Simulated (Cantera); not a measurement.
What does this Cantera script print?

```python
import numpy as np
import cantera as ct

gas = ct.Solution("gri30.yaml", transport_model="mixture-averaged")
show = ['NO', 'N2', 'CH4']

rows = []
print(f"{'T/K':>7s}{'rho':>11s}{'cp':>10s}{'mu':>11s}{'lambda':>11s}{'Pr':>7s}" + "".join(f"{'D_' + s:>11s}" for s in show))
for T in [400, 550, 700, 850, 1000, 1150, 1300]:
    gas.TPX = T, 10000, {'O2': 0.57}
    Pr = gas.cp_mass * gas.viscosity / gas.thermal_conductivity
    D = [gas.mix_diff_coeffs_mole[gas.species_index(s)] for s in show]
    rows.append([gas.density, gas.cp_mass, gas.viscosity, gas.thermal_conductivity, Pr, *D])
    print(f"{T:7g}{gas.density:11.4e}{gas.cp_mass:10.1f}{gas.viscosity:11.4e}"
          f"{gas.thermal_conductivity:11.4e}{Pr:7.3f}" + "".join(f"{d:11.4e}" for d in D))
print("SI units: kg/m3, J/kg/K, Pa s, W/m/K, m2/s")
```

Result:

```
    T/K        rho        cp         mu     lambda     Pr       D_NO       D_N2      D_CH4
    400 9.6212e-02     941.4 2.5629e-05 3.3852e-02  0.713 3.4367e-04 3.4992e-04 3.8180e-04
    550 6.9972e-02     987.2 3.2102e-05 4.4709e-02  0.709 5.9330e-04 6.0409e-04 6.6348e-04
    700 5.4978e-02    1031.1 3.7824e-05 5.4969e-02  0.709 8.9207e-04 9.0829e-04 1.0011e-03
    850 4.5276e-02    1064.7 4.3049e-05 6.4573e-02  0.710 1.2358e-03 1.2582e-03 1.3896e-03
   1000 3.8485e-02    1090.2 4.7912e-05 7.3608e-02  0.710 1.6214e-03 1.6508e-03 1.8256e-03
   1150 3.3465e-02    1108.6 5.2496e-05 8.2174e-02  0.708 2.0465e-03 2.0837e-03 2.3063e-03
   1300 2.9604e-02    1124.6 5.6858e-05 9.0366e-02  0.708 2.5093e-03 2.5550e-03 2.8296e-03
SI units: kg/m3, J/kg/K, Pa s, W/m/K, m2/s
```

Computed with Cantera and GRI-Mech 3.0 (53 species, 325 reactions).
